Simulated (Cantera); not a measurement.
A closed system holds: 1 mol Fe₂O₃, 0.66 mol SO₃, 7.3 mol CO₂, at 1 atm.

Method: chemical equilibrium by Gibbs-energy minimisation in Cantera with the NASA 1993 tables (ideal gas, pure condensed phases). Candidate condensed phases: C, Fe, Fe(CO)₅, FeO, FeS, FeSO₄, FeS₂, Fe₂O₃, Fe₂(SO₄)₃, Fe₃O₄, S; 25 gas species. Equilibrium is a limit: real reactors are often held back by kinetics, nucleation or transport. All values below are at 1475 K.

Base state: CO₂ 0.881, SO₂ 0.0790, O₂ 0.0395, SO₃ 0.000672, CO 1.47e-5 (mole fractions); condensed: Fe₂O₃(s).

Question: What changes in the equilibrium state with this change: SO₃ from 0.66 to 4.1 mol?

Answer: 
| species | before | after |
|---|---|---|
| CO₂ | 0.881 | 0.544 |
| SO₂ | 0.0790 | 0.301 |
| O₂ | 0.0395 | 0.150 |
| SO₃ | 0.000672 | 0.00499 |
| CO | 1.47e-5 | 4.66e-6 |
| Fe₂O₃(s), mol | 1.00 | 1.00 |
